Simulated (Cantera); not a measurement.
**Equilibrium for calcination and drying: MgSO₄ + H₂O + H₂**

A closed system holds: 1 mol MgSO₄, 0.048 mol H₂O, 1.7 mol H₂, at 0.120 bar.

These are equilibrium values from Cantera (NASA tables, ideal gas, pure condensed phases), not measurements of a reactor. Candidate condensed phases: H₂O, H₂SO₄, Mg, MgO, Mg(OH)₂, MgS, MgSO₄, S; 26 gas species. Rates play no part.

| T (K) | x H₂O | x SO₂ | x H₂ | x S₂ | x SO | x H₂S | x SH | x H | n MgO(s) |
|---|---|---|---|---|---|---|---|---|---|
| 1500 | 0.619 | 0.275 | 0.0429 | 0.0456 | 0.00354 | 0.0115 | 0.000716 | 1.05e-5 | 1.00 |
| 1600 | 0.602 | 0.279 | 0.0576 | 0.0422 | 0.00642 | 0.00946 | 0.00116 | 3.77e-5 | 1.000 |
| 1700 | 0.584 | 0.283 | 0.0736 | 0.0377 | 0.0107 | 0.00765 | 0.00172 | 0.000115 | 1.000 |
| 1800 | 0.565 | 0.286 | 0.0899 | 0.0325 | 0.0167 | 0.00607 | 0.00236 | 0.000310 | 1.000 |
| 1900 | 0.545 | 0.288 | 0.106 | 0.0267 | 0.0245 | 0.00470 | 0.00301 | 0.000744 | 1.000 |
| 2000 | 0.526 | 0.288 | 0.120 | 0.0207 | 0.0337 | 0.00352 | 0.00356 | 0.00162 | 1.000 |
| 2100 | 0.509 | 0.287 | 0.131 | 0.0150 | 0.0438 | 0.00253 | 0.00391 | 0.00326 | 0.999 |
x: gas mole fraction; n: condensed amount in mol.

From 1500 K to 2100 K the condensed part is MgO(s). The main Mg-bearing gas is Mg(OH)₂ at 1500 K and Mg at 2100 K.
